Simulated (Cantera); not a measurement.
A closed system holds: 1 mol CH3SiCl3, 0.04 mol C2H2, 37 mol H2, 0.15 mol C2H4, held at 2300 K and 1.00 bar.

Cantera equilibrium calculation (NASA polynomials, part measured and part estimated; ideal gas, pure solids and liquids). The feed counts by its element totals alone. The tables' values for SiCl are old estimates; treat these amounts as uncertain. Gases not in the tables: Si2H6 and higher silanes. Rates play no part.

```tsv
species	before	after
H2	0.914	0.831
HCl	0.0706	0.148
H	0.00925	0.00882
SiCl2	0.00137	0.00662
SiCl3	9.37e-6	9.91e-5
Cl	0.000515	0.00113
SiCl	8.34e-5	0.000183
CH4	0.000179	0.000148
CH3	3.40e-5	2.95e-5
C2H2 (acetylene)	0.00395	0.00359
C(graphite), mol	0.118	0.375
SiC(s), mol	0.929	0.868
```
Gas species are given as mole fractions.

Problem. What was changed between the two runs?
A. temperature from 2300 K to 1523 K
B. H2 from 37 to 15 mol
C. temperature from 2300 K to 1923 K
D. temperature from 2300 K to 1825 K

Solution. B, H2 from 37 to 15 mol. The tables' values for SiCl, SiCl3 are old estimates; treat these amounts as uncertain
